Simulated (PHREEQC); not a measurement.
Dissolve 0.0085 mol ZnI2 per kg of water at 25 °C. Closed to the air; pH follows from the charge balance.

Computed with PHREEQC (ion-association model, wateq4f.dat).

```
quantity                  before   after
------------------------  ------  ------
pH                          5.63    2.22
ionic strength (mol/kgw)  0.0255  0.0324
```

Task: Name the change that produced these shifts.
A) ZnI2 from 0.0085 to 0.00425 mol/kgw
B) ZnI2 replaced by KI at the same molality
C) 0.012 mol/kgw H3PO4 added
D) diluted 5-fold with water
E) ZnI2 replaced by ZnCl2 at the same molality

Result: C, 0.012 mol/kgw H3PO4 added

No solid was allowed to form. H3PO4, which wateq4f.dat lacks, is added to it with the constant of phreeqc.dat. The database has no phosphate complexes of Zn.
